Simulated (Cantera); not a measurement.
Charge: 1 mol CuO, a varied amount of C, 2 mol H2, at 1650 K and 0.00133 bar.

Cantera equilibrium calculation (NASA polynomials, part measured and part estimated; ideal gas, pure solids and liquids). Candidate condensed phases: C, C6H6, C7H8, C8H18, Cu, CuO, Cu(OH)2, Cu2O, H2O; 113 gas species. Equilibrium is a limit: real reactors are often held back by kinetics, nucleation or transport.

Task: Which condensed phases are stable at each of these points (n(C) (mol)): 0.33, 0.44, 0.59, 0.79, 1.1, 1.4, 1.9, 2.5, 3.4, 4.5, 6?

Result: 
```tsv
n(C) (mol)	condensed phases	Cu condensed (%)
0.33	Cu(l)	84.8
0.44	Cu(l)	84.1
0.59	Cu(l)	83.2
0.79	Cu(l)	81.8
1.1	C(graphite) + Cu(l)	80.5
1.4	C(graphite) + Cu(l)	80.5
1.9	C(graphite) + Cu(l)	80.5
2.5	C(graphite) + Cu(l)	80.5
3.4	C(graphite) + Cu(l)	80.5
4.5	C(graphite) + Cu(l)	80.5
6	C(graphite) + Cu(l)	80.5
```

From 0.33 mol C to 0.79 mol C the condensed part is Cu(l). From 1.1 mol C to 6 mol C the condensed part is C(graphite) + Cu(l).
